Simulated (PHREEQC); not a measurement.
## Acid rinse or clean: speciation

Solution (25 °C): 33 mmol/kgw HBr and 8 mmol/kgw MgCl2. Closed to the air; pH follows from the charge balance.

Computed with PHREEQC (ion-association model, phreeqc.dat).

This is a speciation only: nothing precipitates in the calculation.

Q: Estimate the pH, density.

A: pH 1.55; density 1.000 g/cm³.
